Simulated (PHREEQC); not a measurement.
Synthetic water in mmol/kgw, 10 °C, pH 8.21, pe 13: Na 1.34; K 0.216; Ca 0.355; Mg 0.127; Cl 0.664; S(6) 0.104; Alkalinity (meq/kgw) 1.58; B 0.00406; Zn 0.0214; Cd 0.0557; Li 0.0262; Ba 0.000836; Cu(2) 0.000682.

Valence states are taken as typed.

Model: ion-association model, phreeqc.dat, run in PHREEQC.

Precipitation was switched off in this run.

### Question
Estimate the specific conductance, charge-balance error.

### Answer
specific conductance 180 µS/cm; charge-balance error 5.0 %.

### Question
In which forms is Cu present?

### Answer
Cu(OH)2 92 %, CuCO3 6.8 % of the Cu.

Examples of supersaturated solids here: Otavite. Others may be too. Away from 25 °C the constants follow the database's enthalpies or fits; those with neither stay at their 25 °C values. The database's constant for dissolved Cu(OH)2 is higher than later reviews accept. The database's zinc carbonate complexes are estimates, stronger than later reviews accept.
